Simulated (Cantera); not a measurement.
Cantera run:

```python
import numpy as np
import cantera as ct

gas_names = """
    B BH BH2 BH3 B2 H H2
""".split()
cond_names = """
    B(b) B(L)
""".split()


def load(file, names, dense=False):
    # The tables refer to 1 bar. Condensed volumes are neglected.
    table = {s.name: s for s in ct.Species.list_from_file(file)}
    out = []
    for n in names:
        d = dict(table[n].input_data)
        d["thermo"] = dict(d["thermo"], **{"reference-pressure": 1e5})
        if dense:
            d["equation-of-state"] = {"model": "constant-volume", "density": "1e6 g/cm^3"}
        out.append(ct.Species.from_dict(d))
    return out


gas = ct.Solution(thermo="ideal-gas", species=load("nasa_gas.yaml", gas_names))
cond = {s.name: ct.Solution(thermo="fixed-stoichiometry", species=[s], name=s.name)
        for s in load("nasa_condensed.yaml", cond_names, dense=True)}
atoms = {
    'B': {'B': 1},
    'H2': {'H': 2},
}
top_T = {}  # K; cautious upper limits of use, not melting points


def equilibrate(T, P, feed):
    n = {}
    for name, mol in feed.items():
        for a, k in atoms[name].items():
            n[a] = n.get(a, 0.0) + k * mol
    gas.TPX = T, P, n
    mass = sum(n.values()) * gas.mean_molecular_weight
    gas.equilibrate("TP")
    valid = [c for c in cond.values() if c.min_temp <= T <= top_T.get(c.name, c.max_temp)]
    mix = ct.Mixture([(gas, mass / gas.mean_molecular_weight)] + [(c, 0.0) for c in valid])
    mix.T, mix.P = T, P
    mix.equilibrate("TP", solver="vcs", rtol=1e-11, max_steps=5000)
    return mix


results = []
feed = {'B': 1, 'H2': 8.9}  # mol
T = 2048.15  # K
P = 100000  # Pa
mix = equilibrate(T, P, feed)
results.append((T, P, feed, dict(zip(mix.species_names, mix.species_moles))))
x = sorted(zip(gas.X, gas.species_names), reverse=True)
print(f"T = {T:g} K  P = {P:g} Pa  gas = {mix.phase_moles(0):.4g} mol")
print("   x: " + "  ".join(f"{s} {v:.3e}" for v, s in x if v > 0.001))
print("   condensed (mol): " + ("  ".join(f"{mix.phase(i).name} {mix.phase_moles(i):.4g}"
      for i in range(1, mix.n_phases) if mix.phase_moles(i) > 1e-12) or "none"))
```

It prints:

```
T = 2048.15 K  P = 100000 Pa  gas = 8.91 mol
   x: H2 9.971e-01  H 2.238e-03
   condensed (mol): B(b) 0.9942
```

Cantera equilibrium calculation (NASA polynomials, part measured and part estimated; ideal gas, pure solids and liquids). The tables' values for BH2 are old estimates; treat these amounts as uncertain. Gases not in the tables: B2H6 and higher boranes.
